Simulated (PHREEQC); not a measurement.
A column of 0.5 m (40 cells, dispersivity 0.025 m, 60 s a shift, diffusion coefficient 3e-10 m²/s) holds 0.2 eq of the database's cation exchanger X per kg of pore water, first in equilibrium with 0.0012 mol KCl, 0.017 mol (NH4)2SO4 and 1e-05 mol HCl per kg of water. It is flushed with 10 mmol/kgw MnCl2, 38 mmol/kgw LiCl, 48 mmol/kgw Na2SO4 and 0.01 mmol/kgw HCl, at 15 °C. Values are for the last cell. CO2 from the air is kept out. No solid was allowed to form.

The series has 34 steps of pore volumes, from 0 to 4.963.

All values are PHREEQC results (ion-association model, phreeqc.dat), not measurements.

Problem. After how many pore volumes does Na at the outlet first reach half of its feed value?

Solution. By 1.7 pore volumes.

Problem. After how many pore volumes does Li at the outlet first reach half of its feed value?

Solution. By 1.5 pore volumes.
